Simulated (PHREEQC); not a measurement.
Consider water at 25 °C with 0.013 mol HNO3, 0.012 mol K2SO4 and 0.022 mol KH2PO4 per kg of water. Closed to the air; pH follows from the charge balance.

Computed with PHREEQC (ion-association model, phreeqc.dat).

This is a speciation only: nothing precipitates in the calculation.

Problem. Order these S species by the share of S that they hold, largest first: HSO4-, KSO4-, SO4-2.

Solution. SO4-2 (75 %), HSO4- (15 %), KSO4- (10 %)

The pH is 2.43 and the ionic strength 0.0582 mol/kgw. Complexes and solids missing from the database can't appear.
